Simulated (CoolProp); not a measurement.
Saturation properties of chlorine.

The numbers come from the reference Helmholtz-energy equation of state, Thol 2021 in CoolProp.

```tsv
T (K)	p (MPa)	vapour density (kg/m³)	enthalpy of vaporisation (kJ/kg)	liquid cp (kJ/(kg K))
240.9	0.1091	3.975	286.0	0.9413
245.2	?	4.707	283.5	0.9428
249.5	0.1562	5.538	281.0	0.9447
253.8	0.1850	6.477	278.4	0.9470
258.1	0.2177	7.534	275.8	0.9495
262.4	?	8.716	273.1	0.9525
266.7	0.2963	10.03	270.3	0.9558
271	?	11.50	?	?
```

### Question
Fill in the missing entries.

### Answer

- 245.2, p (MPa): 0.1310
- 262.4, p (MPa): 0.2547
- 271, p (MPa): 0.3428
- 271, enthalpy of vaporisation (kJ/kg): 267.5
- 271, liquid cp (kJ/(kg K)): 0.9594

It boils at 239.2 K under 1 atm.
